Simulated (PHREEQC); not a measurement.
**Acid rinse or clean**

Solution (34 °C): 1.1 mmol/kgw H2SO4, 0.94 mmol/kgw CaCl2 and 2.6 mmol/kgw MgCl2. Closed to the air; pH follows from the charge balance.

The numbers come from PHREEQC with the ion-association model, phreeqc.dat.

| Quantity | Result |
|---|---|
| pH | 2.73 |
| ionic strength | 0.0126 mol/kgw |
| specific conductance | 1920 µS/cm |
| total alkalinity | -2.20 meq/kg |

```
species  molality  activity   log γ
-------  --------  --------  ------
Cl-       0.00708   0.00629  -0.051
Mg+2      0.00239   0.00154  -0.191
H+        0.00208   0.00188  -0.044
Ca+2     0.000890  0.000568  -0.195
SO4-2    0.000726  0.000461  -0.197
MgSO4    0.000208  0.000208   0.001
HSO4-    0.000116  0.000103  -0.050
CaSO4     4.96e-5   4.97e-5   0.001
CaHSO4+   7.94e-7   7.07e-7  -0.050
```

No solid was allowed to form.
